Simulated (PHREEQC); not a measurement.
**Silver or lead bath: speciation**

A solution holds 0.0057 mol/kgw PbCl2, 0.015 mol/kgw KBr and 0.0002 mol/kgw Na2SO4, at 35 °C. Closed to the air; pH follows from the charge balance.

The numbers come from PHREEQC with the ion-association model, phreeqc.dat.

This is a speciation only: nothing precipitates in the calculation.

**Question.** Predict the pH, ionic strength.

**Answer.** pH 5.21; ionic strength 0.0275 mol/kgw.

**Question.** In which forms is Pb present?

**Answer.** Pb+2 56 %, PbBr+ 27 %, PbCl+ 16 %, PbSO4 1.1 % of the Pb.

Saturation is exceeded, for instance for Anglesite; the values hold only as long as no solid forms. Species that the database lacks are ignored.
